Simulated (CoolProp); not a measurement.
Propylene at several states: fugacity coefficient from the reference equation and from simpler models built on Tc = 364.2 K, pc = 4555 kPa, ω = 0.146; each cubic takes its own stable root.

Model: reference Helmholtz-energy equation of state, Lemmon 2013, in CoolProp.

```
T (K)  p (kPa)          phase  reference  Redlich-Kwong  Soave-Redlich-Kwong
-----  -------  -------------  ---------  -------------  -------------------
373.7     8580  supercritical     0.4516         0.4618               0.4663
567.9       23            gas     0.9996         0.9996               0.9997
316        627            gas     0.9270         0.9304               0.9284
95.3      4070         liquid   3.211e-9      6.536e-10             4.079e-9
203.9       71         liquid     0.4665         0.6014               0.4610
```
